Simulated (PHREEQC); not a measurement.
Solution (75 °C): 0.0011 mol/kgw Cu(BF4)2 and 3.6e-06 mol/kgw HNO3. Closed to the air; pH follows from the charge balance.

All values are PHREEQC results (ion-association model, phreeqc.dat), not measurements.

| Item | Value |
|---|---|
| pH | 3.24 |
| ionic strength | 0.00383 mol/kgw |
| total alkalinity | -6.60 meq/kg |

```
species    molality  activity   log γ
---------  --------  --------  ------
HF          0.00425   0.00426   0.000
F-          0.00200   0.00185  -0.033
H3BO3       0.00146   0.00147   0.000
Cu+2        0.00106  0.000794  -0.124
H+         0.000615  0.000575  -0.029
BF4-       0.000431  0.000400  -0.032
BF2(OH)2-  0.000197  0.000183  -0.032
```

This is a speciation only: nothing precipitates in the calculation. Complexes and solids missing from the database can't appear. Away from 25 °C the constants follow the database's enthalpies or fits; those with neither stay at their 25 °C values. Real BF4- forms and hydrolyses slowly; the run takes it at equilibrium.
